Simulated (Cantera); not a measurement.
Mixture: H₂ : O₂ : N₂ : H₂O = 1 : 0.333 : 1.25 : 0.33 (molar parts), equivalence ratio 1.5, at 5.00 bar, adiabatic and at constant volume. Ignition delay is the time to a rise of 400 K.

Detailed kinetics in Cantera: the H2/O2 subset of GRI-Mech 3.0, which has no nitrogen chemistry. The hydrogen kinetics of GRI-Mech 3.0 are dated; newer H2 mechanisms differ, most at raised pressure. Where the delays flatten at high temperature, the 400 K rule measures the pace of heat release, not the induction time.

Question: What does this change do: H2 1 to 2 parts?

Answer: 
| quantity | before | after |
|---|---|---|
| delay at 1000 K | 11.8 ms | 8.94 ms |
| delay at 1150 K | 0.449 ms | 0.307 ms |
| delay at 1300 K | 12.9 µs | 12.8 µs |
| delay at 1450 K | 4.21 µs | 4.75 µs |
| delay at 1600 K | 2.41 µs | 2.77 µs |
| apparent activation energy between 1525 and 1675 K | 63 kJ/mol | 61 kJ/mol |

Question: What does this change do: pressure from 5.00 bar to 15.0 bar?

Answer: 
| quantity | before | after |
|---|---|---|
| delay at 1000 K | 11.8 ms | 6.22 ms |
| delay at 1150 K | 0.449 ms | 0.377 ms |
| delay at 1300 K | 12.9 µs | 34.1 µs |
| delay at 1450 K | 4.21 µs | 3.20 µs |
| delay at 1600 K | 2.41 µs | 0.980 µs |
| apparent activation energy between 1525 and 1675 K | 63 kJ/mol | 110 kJ/mol |
The pressure lies above the range GRI-Mech 3.0 was tuned for (to about 10 atm).
